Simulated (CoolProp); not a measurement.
Saturation properties of chloromethane (R40).

The numbers come from the reference Helmholtz-energy equation of state, Thol 2014 in CoolProp.

```csv
T (K),p (MPa),vapour density (kg/m³),enthalpy of vaporisation (kJ/kg),liquid cp (kJ/(kg K))
313.2,0.8742,19.75,354.5,1.668
320.8,1.061,23.92,344.1,1.696
328.4,1.276,28.78,333.1,1.729
336,1.521,34.43,321.5,1.769
343.6,1.799,41.01,309.1,1.817
351.2,2.113,48.67,295.9,1.876
358.8,2.465,57.61,281.7,1.950
366.4,2.857,68.11,266.3,2.046
374.1,3.300,80.72,249.3,2.177
381.7,3.785,95.66,230.5,2.363
389.3,4.320,113.9,209.2,2.651
396.9,4.910,137.0,184.2,3.160
404.5,5.559,167.9,153.1,4.306
```

It boils at 249.2 K under 1 atm.
